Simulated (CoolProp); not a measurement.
Saturation properties of R142b (Tc = 137.1 °C, pc = 4.055 MPa, ω = 0.232).

Values from CoolProp's reference Helmholtz-energy equation of state, Lemmon 2006. It is a short technical equation, of lower accuracy than the large ones.

| T (°C) | p (MPa) | vapour density (kg/m³) | enthalpy of vaporisation (kJ/kg) | liquid cp (kJ/(kg K)) | vapour viscosity (µPa s) |
|---|---|---|---|---|---|
| 37.75 | 0.4911 | 21.71 | 193.1 | 1.351 | 10.5 |
| 44.35 | 0.5884 | 25.93 | 188.1 | 1.373 | 10.9 |
| 50.95 | 0.6993 | 30.80 | 182.9 | 1.397 | 11.2 |
| 57.45 | 0.8232 | 36.31 | 177.5 | 1.423 | 11.6 |
| 64.05 | 0.9648 | 42.75 | 171.7 | 1.452 | 11.9 |
| 70.65 | 1.124 | 50.16 | 165.5 | 1.485 | 12.3 |
| 77.25 | 1.301 | 58.70 | 158.9 | 1.523 | 12.7 |
| 83.85 | 1.498 | 68.60 | 151.8 | 1.567 | 13.1 |
| 90.35 | 1.713 | 79.94 | 144.2 | 1.621 | 13.6 |
| 96.95 | 1.955 | 93.46 | 135.9 | 1.689 | 14.2 |
| 103.55 | 2.221 | 109.6 | 126.6 | 1.779 | 14.8 |
| 110.15 | 2.513 | 129.2 | 116.2 | 1.906 | 15.7 |
| 116.65 | 2.829 | 153.4 | 104.3 | 2.103 | 16.7 |
| 123.25 | 3.183 | 185.9 | 89.73 | 2.480 | 18.1 |
| 129.85 | 3.573 | 234.3 | 70.20 | 3.533 | 20.4 |

It boils at -9.1 °C under 1 atm.

Viscosity comes from a separate model (Huber 2003), an estimate that may be off by 10 % or more.
